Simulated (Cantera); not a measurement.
Input (Python, Cantera):

```python
import numpy as np
import cantera as ct

gas = ct.Solution("gri30.yaml")
gas.TPX = 575, 100000, {'CH4': 1, 'C2H6': 0.06, 'C3H8': 0.18, 'O2': 3.31, 'N2': 15.2}
flame = ct.FreeFlame(gas, width=0.04)
flame.set_refine_criteria(ratio=3, slope=0.08, curve=0.16)
flame.transport_model = "mixture-averaged"
flame.solve(loglevel=0, auto=True)
z, T = flame.grid, flame.T
thick = (T[-1] - T[0]) / np.gradient(T, z).max()
show = ['CH4', 'C2H6', 'C3H8', 'HCN', 'HO2', 'H2O']
print(f"laminar burning velocity  {flame.velocity[0] * 100:.3f} cm/s")
print(f"burnt temperature         {T[-1]:.1f} K")
print(f"thermal thickness         {thick * 1e3:.4f} mm")
print(f"grid points               {len(z)}")
z0 = z[flame.heat_release_rate.argmax()]
print(f"{'z/mm':>9s}{'T/K':>9s}{'u/(m/s)':>9s}" + "".join(f"{s:>11s}" for s in show))
rows = []
for k in (-3, -2, -1.5, -1, -0.5, -0.25, 0, 0.25, 0.5, 1, 2, 4, 8):
    zz = z0 + k * thick
    rows.append([k * thick, np.interp(zz, z, T), np.interp(zz, z, flame.velocity),
                 *(np.interp(zz, z, flame.X[gas.species_index(s)]) for s in show)])
    print(f"{rows[-1][0] * 1e3:9.3f}{rows[-1][1]:9.1f}{rows[-1][2]:9.3f}" + "".join(f"{x:11.3e}" for x in rows[-1][3:]))
```

Result:

```
laminar burning velocity  90.934 cm/s
burnt temperature         2196.2 K
thermal thickness         0.4017 mm
grid points               145
     z/mm      T/K  u/(m/s)        CH4       C2H6       C3H8        HCN        HO2        H2O
   -1.205    575.1    0.910  5.059e-02  3.036e-03  9.108e-03  2.471e-11  8.456e-08  3.584e-05
   -0.803    576.7    0.914  5.044e-02  3.032e-03  9.096e-03  4.146e-10  1.043e-06  3.370e-04
   -0.603    583.3    0.926  5.006e-02  3.024e-03  9.076e-03  2.750e-09  5.351e-06  1.398e-03
   -0.402    626.6    0.999  4.814e-02  2.992e-03  8.950e-03  2.640e-08  3.448e-05  7.153e-03
   -0.201    925.6    1.498  3.659e-02  2.708e-03  6.633e-03  3.307e-07  1.215e-04  3.854e-02
   -0.100   1285.4    2.108  2.200e-02  1.656e-03  2.253e-03  9.173e-07  1.785e-04  7.247e-02
    0.000   1643.5    2.720  5.947e-03  1.366e-04  5.370e-05  1.914e-06  1.133e-04  1.068e-01
    0.100   1793.3    2.966  4.790e-04  5.024e-07  2.578e-08  1.634e-06  1.912e-05  1.222e-01
    0.201   1840.3    3.032  1.923e-05  4.772e-10  2.212e-12  6.360e-07  8.438e-06  1.253e-01
    0.402   1895.8    3.105  4.641e-08  7.600e-15  1.961e-18  7.458e-08  6.240e-06  1.260e-01
    0.803   1963.5    3.201  9.070e-12  6.626e-20  1.261e-24  2.099e-09  4.578e-06  1.285e-01
    1.607   2036.9    3.306  5.193e-17  3.496e-28  9.910e-37  5.852e-12  3.046e-06  1.329e-01
    3.213   2101.5    3.397  1.336e-17  1.840e-29  1.847e-44  1.333e-12  1.909e-06  1.369e-01
```

Cantera simulation using GRI-Mech 3.0 (53 species, 325 reactions); the numbers are that mechanism's predictions, not measurements. GRI-Mech 3.0 was tuned for natural gas; its chemistry of propane as a main component is partial and can be far from experiment. Burning velocities carry a grid error of a few per cent, more on coarse grids.
